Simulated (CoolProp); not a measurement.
A single-stage vapour-compression cycle with R125: evaporating at 201.15 K (dew point), condensing at 271.15 K (bubble point), superheat 10 K, subcooling 2 K, compressor efficiency 0.9, no pressure losses. Each further row changes one setting.

Values from CoolProp's reference Helmholtz-energy equation of state, Lemmon 2005.

```tsv
case	cooling COP	pressure ratio	discharge temperature (K)	refrigerating effect (kJ/kg)	volumetric capacity (kJ/m³)
as stated	1.80	23.7	301.5	105	193
evaporating temperature 206.15 K	2.05	17.4	298.4	108	266
condensing temperature 266.15 K	2.02	20.2	296.2	111	204
subcooling 7 K	1.91	23.7	301.5	111	204
superheat 20 K	1.83	23.7	312.4	112	195
compressor efficiency 0.8	1.60	23.7	309.9	105	193
```
